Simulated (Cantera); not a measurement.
A freely propagating, adiabatic, planar premixed flame of H2 : O2 : N2 = 1 : 0.3 : 1.77 (molar parts), unburnt at 625 K and 0.365 atm; mixture-averaged transport, grid criteria slope 0.08 and curve 0.16, no radiation.

Model: the H2/O2 subset of GRI-Mech 3.0, which has no nitrogen chemistry, integrated in Cantera. Burning velocities carry a grid error of a few per cent, more on coarse grids.

Problem. Predict: laminar burning velocity; thermal thickness; peak x(O); peak x(H); peak x(HO2); peak x(H2O2).

Solution. 
| Item | Result |
|---|---|
| laminar burning velocity | 627 cm/s |
| thermal thickness | 1.84 mm |
| peak x(O) | 0.00467 |
| peak x(H) | 0.0837 |
| peak x(HO2) | 8.17e-5 |
| peak x(H2O2) | 1.77e-6 |
